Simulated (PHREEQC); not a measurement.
A solution holds 41 mmol/kgw MnSO4, 0.065 mmol/kgw ZnCl2, 51 mmol/kgw H2SO4 and 69 mmol/kgw Na2SO4, at 20 °C. Closed to the air; pH follows from the charge balance.

Computed with PHREEQC (ion-association model, phreeqc.dat).

This is a speciation only: nothing precipitates in the calculation.

**Question.** Predict the pH, ionic strength, activity of water.

**Answer.** pH 1.52; ionic strength 0.305 mol/kgw; activity of water 0.994.

**Question.** In which forms is Zn present?

**Answer.** Zn+2 41 %, ZnSO4 39 %, Zn(SO4)2-2 21 % of the Zn.
